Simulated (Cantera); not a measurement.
Feed: 1 mol CH3F, 0.043 mol CH4, held at 100 Torr.

These are equilibrium values from Cantera (NASA tables, ideal gas, pure condensed phases), not measurements of a reactor. Candidate condensed phases: C, C6H6, C7H8, C8H18; 95 gas species. Rates play no part. All values below are at 1923 K.

Base state: H2 0.519, HF 0.479, H 0.00186, C2H2 (acetylene) 0.000234, CH4 1.89e-5 (mole fractions); condensed: C(graphite).

Task: What changes in the equilibrium state with this change: pressure from 100 Torr to 7.50 Torr?

Result: 
```csv
species,before,after
H2,0.519,0.515
HF,0.479,0.478
H,0.00186,0.00676
CH4,1.89e-5,1.39e-6
C2H2 (acetylene),0.000234,0.000233
"C(graphite), mol",1.04,1.04
```
